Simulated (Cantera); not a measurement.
An adiabatic, constant-pressure homogeneous reactor starts with 14.1 % CH3OH, 9.64 % O2, 76.2 % N2, equivalence ratio 2.2, at 1700 K and 1.00 bar.

Detailed kinetics in Cantera: GRI-Mech 3.0 (53 species, 325 reactions). GRI-Mech 3.0 was tuned for natural gas; its chemistry of methanol as a main component is partial and can be far from experiment.

x: mole fraction; the columns are a selection and need not sum to one.

```csv
t (s),T (K),x CH3OH,x O2,x CH2,x H2O2,x H2,x NO
1.00e-6,1700,0.141,0.0963,3.25e-6,9.20e-8,6.88e-5,2.44e-12
2.61e-6,1700,0.141,0.0961,3.23e-6,2.57e-6,0.000232,1.56e-11
6.81e-6,1700,0.139,0.0953,3.20e-6,3.71e-5,0.000846,6.70e-11
1.78e-5,1706,0.130,0.0912,3.34e-6,[?],[?],3.70e-10
4.64e-5,1957,0.0158,0.0389,1.42e-5,0.000175,0.0999,3.44e-8
0.000121,2195,<1e-12,0.000871,<1e-12,5.45e-8,0.0895,1.14e-5
0.000316,2300,<1e-12,0.000352,<1e-12,2.69e-8,0.0927,2.44e-5
0.000825,2373,<1e-12,0.000103,<1e-12,1.13e-8,0.0953,3.92e-5
0.00215,2406,<1e-12,[?],<1e-12,[?],0.0965,[?]
0.00562,2411,<1e-12,2.95e-5,<1e-12,4.32e-9,0.0967,7.63e-5
0.0147,2410,<1e-12,2.93e-5,<1e-12,4.29e-9,0.0968,0.000123
0.0383,2410,<1e-12,2.91e-5,<1e-12,4.28e-9,0.0968,0.000185
0.100,2410,<1e-12,2.91e-5,<1e-12,4.27e-9,0.0969,0.000207
```

Some entries are withheld; supply them.


- 1.78e-5, x H2O2: 0.000307
- 1.78e-5, x H2: 0.00486
- 0.00215, x O2: 3.74e-5
- 0.00215, x H2O2: 5.22e-9
- 0.00215, x NO: 5.41e-5
